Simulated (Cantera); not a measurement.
**Premixed flame**

A freely propagating, adiabatic, planar premixed flame of 6.19 % CH₄, 6.81 % CO, 16.5 % O₂, 70.5 % N₂, unburnt at 650 K and 1.20 bar; multicomponent+Soret transport, grid criteria slope 0.08 and curve 0.16, no radiation.

Cantera simulation using GRI-Mech 3.0 (53 species, 325 reactions); the numbers are that mechanism's predictions, not measurements. Burning velocities carry a grid error of a few per cent, more on coarse grids.

```json
[
 {"z (mm)": "-0.922", "T (K)": "650", "u (m/s)": "1.43", "x CH₄": "0.0619", "x CO": "0.0680", "x O₂": "0.165", "x NO": "<1e-8", "x H₂O": "1.05e-5", "x O": "<1e-8"},
 {"z (mm)": "-0.615", "T (K)": "651", "u (m/s)": "1.44", "x CH₄": "0.0618", "x CO": "0.0680", "x O₂": "0.164", "x NO": "<1e-8", "x H₂O": "0.000101", "x O": "<1e-8"},
 {"z (mm)": "-0.461", "T (K)": "653", "u (m/s)": "1.44", "x CH₄": "0.0615", "x CO": "0.0680", "x O₂": "0.164", "x NO": "<1e-8", "x H₂O": "0.000440", "x O": "<1e-8"},
 {"z (mm)": "-0.307", "T (K)": "673", "u (m/s)": "1.49", "x CH₄": "0.0599", "x CO": "0.0680", "x O₂": "0.163", "x NO": "2.64e-8", "x H₂O": "0.00272", "x O": "1.36e-7"},
 {"z (mm)": "-0.154", "T (K)": "892", "u (m/s)": "1.99", "x CH₄": "0.0482", "x CO": "0.0707", "x O₂": "0.148", "x NO": "4.71e-7", "x H₂O": "0.0224", "x O": "1.32e-5"},
 {"z (mm)": "-0.0769", "T (K)": "1235", "u (m/s)": "2.77", "x CH₄": "0.0299", "x CO": "0.0769", "x O₂": "0.119", "x NO": "1.52e-6", "x H₂O": "0.0520", "x O": "0.000154"},
 {"z (mm)": "0", "T (K)": "1622", "u (m/s)": "3.65", "x CH₄": "0.00779", "x CO": "0.0826", "x O₂": "0.0765", "x NO": "3.84e-6", "x H₂O": "0.0873", "x O": "0.00134"},
 {"z (mm)": "0.0769", "T (K)": "1795", "u (m/s)": "4.03", "x CH₄": "0.000550", "x CO": "0.0728", "x O₂": "0.0491", "x NO": "7.24e-6", "x H₂O": "0.103", "x O": "0.00453"},
 {"z (mm)": "0.154", "T (K)": "1857", "u (m/s)": "4.14", "x CH₄": "1.86e-5", "x CO": "0.0590", "x O₂": "0.0385", "x NO": "1.03e-5", "x H₂O": "0.105", "x O": "0.00611"},
 {"z (mm)": "0.307", "T (K)": "1931", "u (m/s)": "4.27", "x CH₄": "4.99e-8", "x CO": "0.0448", "x O₂": "0.0317", "x NO": "1.53e-5", "x H₂O": "0.104", "x O": "0.00609"},
 {"z (mm)": "0.615", "T (K)": "2021", "u (m/s)": "4.44", "x CH₄": "<1e-8", "x CO": "0.0366", "x O₂": "0.0274", "x NO": "2.36e-5", "x H₂O": "0.107", "x O": "0.00494"},
 {"z (mm)": "1.23", "T (K)": "2116", "u (m/s)": "4.62", "x CH₄": "<1e-8", "x CO": "0.0314", "x O₂": "0.0239", "x NO": "3.75e-5", "x H₂O": "0.111", "x O": "0.00341"},
 {"z (mm)": "2.46", "T (K)": "2203", "u (m/s)": "4.79", "x CH₄": "<1e-8", "x CO": "0.0257", "x O₂": "0.0204", "x NO": "6.19e-5", "x H₂O": "0.116", "x O": "0.00213"}
]
```
x: mole fraction of selected species; z is measured from the peak of heat release.

| Quantity | Result |
|---|---|
| laminar burning velocity | 143 cm/s |
| thermal thickness | 0.307 mm |
| peak x(O) | 0.00631 |
| grid points | 159 |
